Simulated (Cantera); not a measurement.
A perfectly stirred reactor is fed with 58.8 % N2O, 41.2 % N2, at 1.90 bar; it is held at 1050 K, and followed from long to short residence time.

Cantera simulation using GRI-Mech 3.0 (53 species, 325 reactions); the numbers are that mechanism's predictions, not measurements. GRI-Mech 3.0 was tuned for natural gas; its chemistry of N2O as a main component is partial and can be far from experiment. The mechanism lacks the step 2 NO + O2 → 2 NO2, which can matter for NO2 below about 1400 K. The temperature is held fixed by assumption; the heat of reaction is taken as removed at once.

x: mole fraction; the columns are a selection and need not sum to one.

```
τ (s)   x N2O      x NO   x N2      x O2       x NO2
------  -----  --------  -----  --------  ----------
5.2     0.474   0.00403  0.480    0.0420  (withheld)
2.2     0.531   0.00215  0.446    0.0209  (withheld)
0.92    0.562   0.00101  0.427   0.00953  (withheld)
0.38    0.577  0.000444  0.418   0.00410  (withheld)
0.16    0.583  0.000192  0.415   0.00175  (withheld)
0.068   0.586   8.30e-5  0.413  0.000751  (withheld)
0.028   0.587   3.45e-5  0.412  0.000310  (withheld)
0.012   0.588   1.48e-5  0.412  0.000133  (withheld)
0.0050  0.588   6.19e-6  0.412   5.54e-5  (withheld)
0.0021  0.588   2.60e-6  0.412   2.32e-5  (withheld)
```

**Question.** Fill in the missing entries.

**Answer.** 
- 5.2, x NO2: 0.000114
- 2.2, x NO2: 5.93e-5
- 0.92, x NO2: 2.64e-5
- 0.38, x NO2: 1.02e-5
- 0.16, x NO2: 3.48e-6
- 0.068, x NO2: 9.99e-7
- 0.028, x NO2: 2.27e-7
- 0.012, x NO2: 4.81e-8
- 0.0050, x NO2: 8.93e-9
- 0.0021, x NO2: 1.62e-9
